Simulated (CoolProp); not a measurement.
The fluid at 322.14 K and 0.1 MPa flows at 3.4 m/s in a round tube of 10 mm bore and 1.5 µm roughness, fully developed (64/Re and Nu = 3.66 if laminar; Colebrook and Gnielinski if turbulent). The same conditions are run with several fluids, on thermodynamics alone (safety and materials aside).

Computed with CoolProp (reference Helmholtz-energy equation of state of each fluid (C2F6 (R116): Lemmon 2006; methane: Setzmann 1991; R245fa: Akasaka 2015; n-butane: Bücker 2006; R404A: Lemmon 2003)). Blends and air are pseudo-pure fits.

```tsv
fluid	Reynolds number	Darcy friction factor	pressure drop (Pa/m)	heat-transfer coefficient (W/(m² K))	mass flow (kg/h)
C2F6 (R116)	11600	0.0299	89.9	57.0	4.99
methane	1710	0.0375	13.0	13.7	0.577
R245fa	13700	0.0287	85.4	65.7	4.94
n-butane	9430	0.0316	40.5	55.9	2.13
R404A	9550	0.0315	67.2	45.8	3.55
```

Transport values come from each fluid's own correlations; those of C2F6 (R116), R245fa are estimates that may be off by 10 % or more.
